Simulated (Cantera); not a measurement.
A Cantera script and its output.

```python
import numpy as np
import cantera as ct

gas = ct.Solution("gri30.yaml")
gas.TPX = 423, 25000, {'CH4': 0.79, 'CO': 0.12, 'O2': 2.64, 'N2': 9.93}
flame = ct.FreeFlame(gas, width=0.11)
flame.set_refine_criteria(ratio=3, slope=0.08, curve=0.16)
flame.transport_model = "mixture-averaged"
flame.solve(loglevel=0, auto=True)
z, T = flame.grid, flame.T
thick = (T[-1] - T[0]) / np.gradient(T, z).max()
show = ['CH4', 'CO', 'O2', 'CH2', 'CO2', 'HO2']
print(f"laminar burning velocity  {flame.velocity[0] * 100:.3f} cm/s")
print(f"burnt temperature         {T[-1]:.1f} K")
print(f"thermal thickness         {thick * 1e3:.4f} mm")
print(f"grid points               {len(z)}")
z0 = z[flame.heat_release_rate.argmax()]
print(f"{'z/mm':>9s}{'T/K':>9s}{'u/(m/s)':>9s}" + "".join(f"{s:>11s}" for s in show))
rows = []
for k in (-3, -2, -1.5, -1, -0.5, -0.25, 0, 0.25, 0.5, 1, 2, 4, 8):
    zz = z0 + k * thick
    rows.append([k * thick, np.interp(zz, z, T), np.interp(zz, z, flame.velocity),
                 *(np.interp(zz, z, flame.X[gas.species_index(s)]) for s in show)])
    print(f"{rows[-1][0] * 1e3:9.3f}{rows[-1][1]:9.1f}{rows[-1][2]:9.3f}" + "".join(f"{x:11.3e}" for x in rows[-1][3:]))
```

Result:

```
laminar burning velocity  52.058 cm/s
burnt temperature         1811.6 K
thermal thickness         1.7542 mm
grid points               142
     z/mm      T/K  u/(m/s)        CH4         CO         O2        CH2        CO2        HO2
   -5.263    423.1    0.521  5.858e-02  8.900e-03  1.958e-01  2.323e-19  1.169e-07  3.534e-08
   -3.508    424.2    0.523  5.848e-02  8.908e-03  1.956e-01  3.766e-16  2.418e-06  4.844e-07
   -2.631    429.5    0.530  5.813e-02  8.976e-03  1.952e-01  5.292e-14  2.029e-05  2.887e-06
   -1.754    471.1    0.582  5.585e-02  9.657e-03  1.923e-01  4.502e-11  2.848e-04  2.397e-05
   -0.877    758.2    0.944  4.108e-02  1.587e-02  1.709e-01  8.249e-08  4.238e-03  7.109e-05
   -0.439   1071.2    1.340  2.373e-02  2.436e-02  1.429e-01  1.844e-06  1.149e-02  8.964e-05
    0.000   1378.9    1.730  6.256e-03  3.169e-02  1.093e-01  8.872e-06  2.360e-02  1.017e-04
    0.439   1508.1    1.889  5.591e-04  2.723e-02  9.011e-02  1.726e-06  3.620e-02  2.139e-05
    0.877   1551.7    1.937  2.832e-05  1.959e-02  8.325e-02  1.046e-07  4.546e-02  7.999e-06
    1.754   1604.7    1.993  6.818e-08  1.091e-02  7.871e-02  3.304e-10  5.522e-02  6.117e-06
    3.508   1667.8    2.062  3.572e-12  5.885e-03  7.624e-02  2.379e-14  6.088e-02  4.675e-06
    7.017   1728.2    2.130  4.017e-19  3.588e-03  7.508e-02  3.880e-20  6.348e-02  3.070e-06
   14.034   1771.9    2.178  2.038e-21  1.900e-03  7.453e-02  1.824e-21  6.537e-02  1.698e-06
```

Computed with Cantera and GRI-Mech 3.0 (53 species, 325 reactions). Burning velocities carry a grid error of a few per cent, more on coarse grids.
